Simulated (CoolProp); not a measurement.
n-heptane along the isobar 0.172 MPa: density (kg/m³) from the reference equation and from simpler models built on Tc = 541.2 K, pc = 2.774 MPa, ω = 0.349; each cubic takes its own stable root.

Computed with CoolProp (reference Helmholtz-energy equation of state, Span 2003). It is a short technical equation, of lower accuracy than the large ones.

| T (K) | phase | reference | van der Waals | Redlich-Kwong | Soave-Redlich-Kwong | Peng-Robinson |
|---|---|---|---|---|---|---|
| 234.7 | liquid | 732.4 | 419.6 | 624.7 | 639.7 | 717.7 |
| 264.6 | liquid | 707.7 | 407.7 | 605.6 | 623.9 | 701.2 |
| 294.5 | liquid | 682.7 | 394.8 | 584.4 | 606.1 | 682.3 |
| 324.4 | liquid | 657.2 | 6.825 | … | 585.7 | … |
| 354.3 | liquid | 630.5 | 6.170 | … | 562.4 | 635.4 |
| 384.2 | liquid | 602.0 | 5.636 | 5.725 | 535.2 | 605.9 |
| 414 | gas | 5.331 | … | 5.251 | 5.286 | 5.302 |
| 443.9 | gas | 4.897 | 4.815 | 4.854 | … | 4.889 |
| 473.8 | gas | 4.539 | 4.491 | … | 4.529 | 4.541 |
| 503.7 | gas | 4.237 | 4.209 | 4.227 | … | 4.243 |

### Question
Complete the blanks.

### Answer

- 324.4, Redlich-Kwong: 561.0
- 324.4, Peng-Robinson: 660.6
- 354.3, Redlich-Kwong: 534.9
- 414, van der Waals: 5.193
- 443.9, Soave-Redlich-Kwong: 4.875
- 473.8, Redlich-Kwong: 4.518
- 503.7, Soave-Redlich-Kwong: 4.232

At some of these states van der Waals, Redlich-Kwong gives the other phase, because its saturation line lies elsewhere.
